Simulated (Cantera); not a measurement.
A closed system holds: 1 mol CuO, 0.87 mol CH₄, 2.1 mol H₂, 4.7 mol CO, equilibrated at 2048.15 K and 0.720 bar.

Equilibrium computed with Cantera from the NASA thermochemical tables; the gas is ideal and each condensed phase is pure. Candidate condensed phases: C, C₆H₆, C₇H₈, C₈H₁₈, Cu, CuO, Cu(OH)₂, Cu₂O, H₂O; 113 gas species. Equilibrium is a limit: real reactors are often held back by kinetics, nucleation or transport.

Base state: CO 0.583, H₂ 0.393, H₂O 0.0104, Cu 0.00925, CO₂ 0.00325, H 0.00166, Cu₂ 4.49e-5 (mole fractions); condensed: Cu(l).

### Question
What changes in the equilibrium state with this change: temperature from 2048.15 K to 1873 K?

### Answer
| species | before | after |
|---|---|---|
| CO | 0.583 | 0.587 |
| H₂ | 0.393 | 0.397 |
| H₂O | 0.0104 | 0.0101 |
| Cu | 0.00925 | 0.00169 |
| Cu₂ | 4.49e-5 | 4.38e-6 |
| H | 0.00166 | 0.000479 |
| CO₂ | 0.00325 | 0.00365 |
| Cu(l), mol | 0.911 | 0.984 |
